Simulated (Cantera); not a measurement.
A closed system holds: 1 mol TiC, 0.0077 mol C, 0.081 mol H2, at 2402 °C.

Method: chemical equilibrium by Gibbs-energy minimisation in Cantera with the NASA 1993 tables (ideal gas, pure condensed phases). Candidate condensed phases: C, C6H6, C7H8, C8H18, Ti, TiC; 77 gas species. TiC: taken at fixed stoichiometry. The numbers say what is thermodynamically allowed, not how fast it happens.

log p: log10 of the partial pressure in bar; n: condensed amount in mol.

```json
[
 {"P (Pa)": "1", "log p H2": "-9.43", "log p H": "-6.00", "log p Ti": "-5.21", "log p C3": "-5.80", "log p C": "-6.00", "log p C2": "-6.62", "log p C2H2 (acetylene)": "-11.49", "n TiC(s)": "0", "n C(graphite)": "0"},
 {"P (Pa)": "10", "log p H2": "-5.65", "log p H": "-4.11", "log p Ti": "-4.86", "log p C3": "-5.31", "log p C": "-5.84", "log p C2": "-6.29", "log p C2H2 (acetylene)": "-7.39", "n TiC(s)": "0.973", "n C(graphite)": "0"},
 {"P (Pa)": "100", "log p H2": "-3.67", "log p H": "-3.12", "log p Ti": "-4.90", "log p C3": "-5.20", "log p C": "-5.80", "log p C2": "-6.22", "log p C2H2 (acetylene)": "-5.33", "n TiC(s)": "0.998", "n C(graphite)": "0.00473"},
 {"P (Pa)": "1000", "log p H2": "-2.23", "log p H": "-2.40", "log p Ti": "-4.90", "log p C3": "-5.20", "log p C": "-5.80", "log p C2": "-6.22", "log p C2H2 (acetylene)": "-3.90", "n TiC(s)": "1.000", "n C(graphite)": "0.00481"},
 {"P (Pa)": "10000", "log p H2": "?", "log p H": "?", "log p Ti": "-4.90", "log p C3": "-5.20", "log p C": "-5.80", "log p C2": "-6.22", "log p C2H2 (acetylene)": "?", "n TiC(s)": "1.000", "n C(graphite)": "0.00443"},
 {"P (Pa)": "100000", "log p H2": "?", "log p H": "?", "log p Ti": "-4.90", "log p C3": "-5.20", "log p C": "-5.80", "log p C2": "-6.22", "log p C2H2 (acetylene)": "?", "n TiC(s)": "1.000", "n C(graphite)": "0.00427"},
 {"P (Pa)": "1000000", "log p H2": "0.98", "log p H": "-0.80", "log p Ti": "-4.90", "log p C3": "-5.20", "log p C": "-5.80", "log p C2": "-6.22", "log p C2H2 (acetylene)": "-0.68", "n TiC(s)": "1.00", "n C(graphite)": "0.00412"}
]
```

Problem. Some entries are withheld; supply them.

Solution. 
- 100000, log p H2: -0.03
- 100000, log p H: -1.30
- 100000, log p C2H2 (acetylene): -1.70
- 10000, log p H2: -1.08
- 10000, log p H: -1.83
- 10000, log p C2H2 (acetylene): -2.75
